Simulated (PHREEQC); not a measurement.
Consider water at 25 °C with 0.016 mol/kgw CdCl2 and 0.034 mol/kgw NaCl. Closed to the air; pH follows from the charge balance.

All values are PHREEQC results (ion-association model, wateq4f.dat), not measurements.

No solid was allowed to form.

**Question.** Predict the pH.

**Answer.** pH 5.76.

**Question.** In which forms is Cd present?

**Answer.** CdCl+ 62 %, Cd+2 28 %, CdCl2 8.9 % of the Cd.
